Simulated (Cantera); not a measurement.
What does this Cantera script print?

```python
import numpy as np
import cantera as ct

surf = ct.Interface("ptcombust.yaml", "Pt_surf")
gas = surf.adjacent["gas"]
gas.TPX = 700, 101325, {'H2': 0.012, 'O2': 0.055, 'N2': 0.79}
surf.TP = 700, 101325
reactor = ct.FlowReactor(gas, clone=False)
reactor.area = 0.0001  # m2
reactor.surface_area_to_volume_ratio = 3400  # 1/m
reactor.mass_flow_rate = 0.42 * reactor.area * gas.density  # inlet velocity 0.42 m/s
reactor.energy_enabled = False
wall = ct.ReactorSurface(surf, reactor, clone=False)
net = ct.ReactorNet([reactor])
net.rtol, net.atol = 1e-8, 1e-16
show, cover = ['H2', 'O2', 'H2O'], ['PT(S)', 'H(S)', 'O(S)', 'OH(S)', 'CO(S)', 'C(S)']

rows = []
print(f"{'z/m':>9s}{'u/(m/s)':>9s}" + "".join(f"{s:>13s}" for s in show + cover))
for z in [4.9e-05, 0.0001, 0.00023, 0.00049, 0.001, 0.0023, 0.0049]:
    net.advance(z)
    rows.append([reactor.speed, *gas[show].X, *surf[cover].coverages])
    print(f"{z:9.4g}{rows[-1][0]:9.3g}" + "".join(f"{x:13.4e}" for x in rows[-1][1:]))
```

Result:

```
      z/m  u/(m/s)           H2           O2          H2O        PT(S)         H(S)         O(S)        OH(S)        CO(S)         C(S)
  4.9e-05    0.418   2.2089e-03   5.8620e-02   1.1877e-02   6.8248e-02   1.1948e-08   9.2615e-01   5.5890e-03  -9.7271e-27  -9.7215e-30
   0.0001    0.417   1.1475e-03   5.8120e-02   1.2945e-02   3.7212e-02   4.2107e-09   9.5848e-01   4.2993e-03  -5.4389e-27  -3.9499e-30
  0.00023    0.417   4.8005e-04   5.7806e-02   1.3618e-02   1.9298e-02   1.3665e-09   9.7753e-01   3.1729e-03   2.8019e-26  -1.8096e-30
  0.00049    0.417   1.7298e-04   5.7661e-02   1.3927e-02   1.2703e-02   6.4791e-10   9.8469e-01   2.6010e-03   1.5067e-26   2.2143e-30
    0.001    0.417   3.9006e-05   5.7598e-02   1.4062e-02   1.0426e-02   4.4559e-10   9.8721e-01   2.3662e-03   2.1124e-27   8.0109e-31
   0.0023    0.417   1.3231e-06   5.7580e-02   1.4100e-02   9.8596e-03   3.9919e-10   9.8784e-01   2.3037e-03  -2.4613e-30   5.0666e-33
   0.0049    0.417   1.6958e-09   5.7579e-02   1.4101e-02   9.8404e-03   3.9764e-10   9.8786e-01   2.3015e-03  -3.1232e-29  -3.6136e-33
```

Cantera simulation using Deutschmann's 1995 Pt surface mechanism with GRI-Mech 3.0 gas chemistry; the numbers are that mechanism's predictions, not measurements. Catalytic surfaces can have several steady states; this one follows from the mechanism file's or the stated starting coverage. Mass transfer to the wall is taken as infinitely fast.
